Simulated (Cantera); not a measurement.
Charge: 1 mol Pb, 0.035 mol O₂, 0.6 mol N₂, held at 550 K and 0.00150 bar.

These are equilibrium values from Cantera (NASA tables, ideal gas, pure condensed phases), not measurements of a reactor. Candidate condensed phases: Pb, PbO, PbO₂, Pb₃O₄; 12 gas species. Kinetics and transport are ignored.

### Question
What is the equilibrium state?

### Answer
- x(N₂) = 1.00
- n(Pb(s)) = 0.930 mol
- n(PbO(red)) = 0.0700 mol
- gas amount = 0.6000 mol
- log10 activity of Pb₃O₄(s) (absent) = -14.51
- log10 activity of PbO₂(s) (absent) = -15.44
